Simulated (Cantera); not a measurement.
What does this Cantera script print?

```python
import numpy as np
import cantera as ct

gas_names = """
    N NO NO2 NO3 N2 N2O O O2 O3 Si SiN SiO SiO2 Si2 Si2N Si3
""".split()
cond_names = """
    Si(cr) Si(L) SiO2(Lqz) SiO2(hqz) SiO2(L) Si2N2O(s) Si3N4(a)
""".split()


# ... load() reads the species with a 1 bar reference pressure and builds the phases ...
atoms = {
    'Si': {'Si': 1},
    'O2': {'O': 2},
    'N2': {'N': 2},
}
top_T = {'Si2N2O(s)': 2100, 'Si3N4(a)': 2400}  # K; cautious upper limits of use, not melting points


# ... equilibrate(T, P, feed) seeds the gas with the atoms and calls Mixture.equilibrate('TP', solver="vcs", rtol=1e-11, max_steps=5000) ...
results = []
P = 13332.2  # Pa
for T in [1325, 1400, 1475, 1550, 1625, 1700, 1775, 1850, 1925, 2000, 2075]:
    for m in [1.6, 2.4, 3.7, 5.6, 8.5, 13, 20, 30, 46, 70, 110, 160]:
        feed = {'Si': 1, 'O2': 0.1, 'N2': m}  # mol
        mix = equilibrate(T, P, feed)
        results.append((T, P, feed, dict(zip(mix.species_names, mix.species_moles))))

for T, P, feed, n in results:
    print(f"{T:7g} {feed['N2']:10.4g}  " + (" + ".join(c for c in cond_names if n.get(c, 0) > 1e-12) or "gas only"))
```

Output:

```
   1325        1.6  Si2N2O(s) + Si3N4(a)
   1325        2.4  Si2N2O(s) + Si3N4(a)
   1325        3.7  Si2N2O(s) + Si3N4(a)
   1325        5.6  Si2N2O(s) + Si3N4(a)
   1325        8.5  Si2N2O(s) + Si3N4(a)
   1325         13  Si2N2O(s) + Si3N4(a)
   1325         20  Si2N2O(s) + Si3N4(a)
   1325         30  Si2N2O(s) + Si3N4(a)
   1325         46  Si2N2O(s) + Si3N4(a)
   1325         70  Si2N2O(s) + Si3N4(a)
   1325        110  Si2N2O(s) + Si3N4(a)
   1325        160  Si2N2O(s) + Si3N4(a)
   1400        1.6  Si2N2O(s) + Si3N4(a)
   1400        2.4  Si2N2O(s) + Si3N4(a)
   1400        3.7  Si2N2O(s) + Si3N4(a)
   1400        5.6  Si2N2O(s) + Si3N4(a)
   1400        8.5  Si2N2O(s) + Si3N4(a)
   1400         13  Si2N2O(s) + Si3N4(a)
   1400         20  Si2N2O(s) + Si3N4(a)
   1400         30  Si2N2O(s) + Si3N4(a)
   1400         46  Si2N2O(s) + Si3N4(a)
   1400         70  Si2N2O(s) + Si3N4(a)
   1400        110  Si2N2O(s) + Si3N4(a)
   1400        160  Si2N2O(s) + Si3N4(a)
   1475        1.6  Si2N2O(s) + Si3N4(a)
   1475        2.4  Si2N2O(s) + Si3N4(a)
   1475        3.7  Si2N2O(s) + Si3N4(a)
   1475        5.6  Si2N2O(s) + Si3N4(a)
   1475        8.5  Si2N2O(s) + Si3N4(a)
   1475         13  Si2N2O(s) + Si3N4(a)
   1475         20  Si2N2O(s) + Si3N4(a)
   1475         30  Si2N2O(s) + Si3N4(a)
   1475         46  Si2N2O(s) + Si3N4(a)
   1475         70  Si2N2O(s) + Si3N4(a)
   1475        110  Si2N2O(s) + Si3N4(a)
   1475        160  Si2N2O(s) + Si3N4(a)
   1550        1.6  Si2N2O(s) + Si3N4(a)
   1550        2.4  Si2N2O(s) + Si3N4(a)
   1550        3.7  Si2N2O(s) + Si3N4(a)
   1550        5.6  Si2N2O(s) + Si3N4(a)
   1550        8.5  Si2N2O(s) + Si3N4(a)
   1550         13  Si2N2O(s) + Si3N4(a)
   1550         20  Si2N2O(s) + Si3N4(a)
   1550         30  Si2N2O(s) + Si3N4(a)
   1550         46  Si2N2O(s) + Si3N4(a)
   1550         70  Si2N2O(s) + Si3N4(a)
   1550        110  Si2N2O(s) + Si3N4(a)
   1550        160  Si2N2O(s) + Si3N4(a)
   1625        1.6  Si2N2O(s) + Si3N4(a)
   1625        2.4  Si2N2O(s) + Si3N4(a)
   1625        3.7  Si2N2O(s) + Si3N4(a)
   1625        5.6  Si2N2O(s) + Si3N4(a)
   1625        8.5  Si2N2O(s) + Si3N4(a)
   1625         13  Si2N2O(s) + Si3N4(a)
   1625         20  Si2N2O(s) + Si3N4(a)
   1625         30  Si2N2O(s) + Si3N4(a)
   1625         46  Si2N2O(s) + Si3N4(a)
   1625         70  Si2N2O(s) + Si3N4(a)
   1625        110  Si2N2O(s) + Si3N4(a)
   1625        160  Si2N2O(s) + Si3N4(a)
   1700        1.6  Si2N2O(s) + Si3N4(a)
   1700        2.4  Si2N2O(s) + Si3N4(a)
   1700        3.7  Si2N2O(s) + Si3N4(a)
   1700        5.6  Si2N2O(s) + Si3N4(a)
   1700        8.5  Si2N2O(s) + Si3N4(a)
   1700         13  Si2N2O(s) + Si3N4(a)
   1700         20  Si2N2O(s) + Si3N4(a)
   1700         30  Si2N2O(s) + Si3N4(a)
   1700         46  Si2N2O(s) + Si3N4(a)
   1700         70  Si2N2O(s) + Si3N4(a)
   1700        110  Si2N2O(s) + Si3N4(a)
   1700        160  Si2N2O(s) + Si3N4(a)
   1775        1.6  Si2N2O(s) + Si3N4(a)
   1775        2.4  Si2N2O(s) + Si3N4(a)
   1775        3.7  Si2N2O(s) + Si3N4(a)
   1775        5.6  Si2N2O(s) + Si3N4(a)
   1775        8.5  Si2N2O(s) + Si3N4(a)
   1775         13  Si2N2O(s) + Si3N4(a)
   1775         20  Si2N2O(s) + Si3N4(a)
   1775         30  Si2N2O(s) + Si3N4(a)
   1775         46  Si2N2O(s) + Si3N4(a)
   1775         70  Si2N2O(s) + Si3N4(a)
   1775        110  Si2N2O(s) + Si3N4(a)
   1775        160  Si2N2O(s) + Si3N4(a)
   1850        1.6  Si2N2O(s) + Si3N4(a)
   1850        2.4  Si2N2O(s) + Si3N4(a)
   1850        3.7  Si2N2O(s) + Si3N4(a)
   1850        5.6  Si2N2O(s) + Si3N4(a)
   1850        8.5  Si2N2O(s) + Si3N4(a)
   1850         13  Si2N2O(s) + Si3N4(a)
   1850         20  Si2N2O(s) + Si3N4(a)
   1850         30  Si2N2O(s) + Si3N4(a)
   1850         46  Si2N2O(s) + Si3N4(a)
   1850         70  Si2N2O(s) + Si3N4(a)
   1850        110  Si3N4(a)
   1850        160  Si3N4(a)
   1925        1.6  Si2N2O(s) + Si3N4(a)
   1925        2.4  Si2N2O(s) + Si3N4(a)
   1925        3.7  Si2N2O(s) + Si3N4(a)
   1925        5.6  Si2N2O(s) + Si3N4(a)
   1925        8.5  Si2N2O(s) + Si3N4(a)
   1925         13  Si2N2O(s) + Si3N4(a)
   1925         20  Si3N4(a)
   1925         30  Si3N4(a)
   1925         46  Si3N4(a)
   1925         70  Si3N4(a)
   1925        110  Si3N4(a)
   1925        160  Si3N4(a)
   2000        1.6  Si(L) + Si2N2O(s)
   2000        2.4  Si(L) + Si2N2O(s)
   2000        3.7  Si(L)
   2000        5.6  Si(L)
   2000        8.5  Si(L)
   2000         13  Si(L)
   2000         20  Si(L)
   2000         30  Si(L)
   2000         46  Si(L)
   2000         70  Si(L)
   2000        110  Si(L)
   2000        160  Si(L)
   2075        1.6  Si(L)
   2075        2.4  Si(L)
   2075        3.7  Si(L)
   2075        5.6  Si(L)
   2075        8.5  Si(L)
   2075         13  Si(L)
   2075         20  Si(L)
   2075         30  Si(L)
   2075         46  Si(L)
   2075         70  Si(L)
   2075        110  Si(L)
   2075        160  Si(L)
```

These are equilibrium values from Cantera (NASA tables, ideal gas, pure condensed phases), not measurements of a reactor. N2 is the only nitrogen source here; it is nearly inert below about 1500 K, so the nitride shown seldom forms there in practice. Mutual solubility and eutectic melting of coexisting phases are not modelled.
